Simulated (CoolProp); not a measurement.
Computed with CoolProp (reference Helmholtz-energy equation of state, Tillner-Roth 1994).

Task: Give the vapour pressure (MPa), enthalpy of vaporisation (kJ/kg), liquid cp (kJ/(kg K)), vapour Z of saturated R134a at -52.25 °C.

Result: 
```json
[
 {"T (°C)": "-52.25", "p (MPa)": "0.0258", "enthalpy of vaporisation (kJ/kg)": "233", "liquid cp (kJ/(kg K))": "1.23", "vapour Z": "0.983"}
]
```
